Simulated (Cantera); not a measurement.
What does this Cantera script print?

```python
import numpy as np
import cantera as ct

gas_names = """
    H HO2 H2 H2O H2O2 O OH O2 O3 P PH PH3 PO PO2 P2 P4 P4O10
""".split()
cond_names = """
    H2O(s) H2O(L) P(cr) P(L) P4O10(s)
""".split()


# ... load() reads the species with a 1 bar reference pressure and builds the phases ...
atoms = {
    'PH3': {'P': 1, 'H': 3},
    'H2O': {'H': 2, 'O': 1},
    'H2': {'H': 2},
}
top_T = {'P4O10(s)': 690}  # K; cautious upper limits of use, not melting points


# ... equilibrate(T, P, feed) seeds the gas with the atoms and calls Mixture.equilibrate('TP', solver="vcs", rtol=1e-11, max_steps=5000) ...
results = []
feed = {'PH3': 1, 'H2O': 2.3, 'H2': 0.75}  # mol
P = 220  # Pa
for T in [1398, 1448, 1498, 1548, 1598, 1648, 1698, 1748, 1798, 1848]:
    mix = equilibrate(T, P, feed)
    results.append((T, P, feed, dict(zip(mix.species_names, mix.species_moles))))

top = {s: max(r[3][s] / sum(r[3][g] for g in gas_names) for r in results) for s in gas_names}
cols = sorted((s for s in top if top[s] > 1e-05), key=lambda s: -top[s])[:8]
seen = [c for c in cond_names if any(r[3].get(c, 0) > 1e-12 for r in results)]
print("log10 of partial pressures in bar; condensed amounts in mol")
print(f"{'T/K':>10s}" + "".join(f"{s[:9]:>10s}" for s in cols + seen))
for T, P, feed, n in results:
    ng = sum(n[g] for g in gas_names)
    print(f"{T:10.4g}" + "".join(f"{np.log10(max(n[s] / ng * P / 1e5, 1e-99)):10.3f}" for s in cols)
          + "".join(f"{n.get(c, 0):10.4g}" for c in seen))
```

It prints:

```
log10 of partial pressures in bar; condensed amounts in mol
       T/K        H2       H2O        PO       PO2        P2         H        OH         P
      1398    -2.909    -3.175    -4.199    -3.940    -3.921    -6.779    -8.750    -8.135
      1448    -2.898    -3.205    -4.080    -3.907    -3.983    -6.484    -8.415    -7.847
      1498    -2.888    -3.235    -3.977    -3.884    -4.055    -6.209    -8.104    -7.584
      1548    -2.880    -3.265    -3.888    -3.871    -4.138    -5.951    -7.813    -7.347
      1598    -2.873    -3.293    -3.813    -3.866    -4.234    -5.710    -7.540    -7.133
      1648    -2.867    -3.318    -3.751    -3.867    -4.343    -5.484    -7.282    -6.941
      1698    -2.863    -3.340    -3.700    -3.873    -4.468    -5.272    -7.037    -6.772
      1748    -2.861    -3.358    -3.659    -3.882    -4.609    -5.072    -6.803    -6.624
      1798    -2.860    -3.372    -3.628    -3.893    -4.765    -4.883    -6.578    -6.496
      1848    -2.860    -3.383    -3.605    -3.905    -4.935    -4.706    -6.361    -6.385
```

Method: chemical equilibrium by Gibbs-energy minimisation in Cantera with the NASA 1993 tables (ideal gas, pure condensed phases). Gases not in the tables: HPO2, HPO3 and P4O6.
